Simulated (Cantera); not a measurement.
# Thermodynamics of abatement and gas-phase synthesis, feed NF3 + H2O + N2

Input: 1 mol NF3, 4 mol H2O, 15 mol N2, held at 2175 K.

Equilibrium computed with Cantera from the NASA thermochemical tables; the gas is ideal and each condensed phase is pure. Candidate condensed phases: H2O; 40 gas species. The ideal-gas law is rough above about 30 bar. Kinetics and transport are ignored.

```tsv
P (Pa)	x N2	x HF	x H2O	x H	x O	x O2	x H2	x OH
10	0.647	0.125	0.0392	0.0711	0.0415	0.0324	0.0212	0.0177
120	0.690	0.134	0.0837	0.0161	0.0120	0.0324	0.0131	0.0139
1400	0.705	0.137	0.104	0.00286	0.00345	0.0313	0.00482	0.00827
17000	0.709	0.138	0.111	0.000455	0.000990	0.0314	0.00147	0.00458
210000	0.710	0.138	0.113	6.96e-5	0.000283	0.0317	0.000427	0.00248
2500000	0.710	0.138	0.114	1.09e-5	8.23e-5	0.0319	0.000124	0.00134
30000000	0.710	0.138	0.115	1.69e-6	2.38e-5	0.0320	3.60e-5	0.000723
```
x: gas mole fraction; nothing condenses.

From 10.0 Pa to 3.00e7 Pa nothing is condensed.
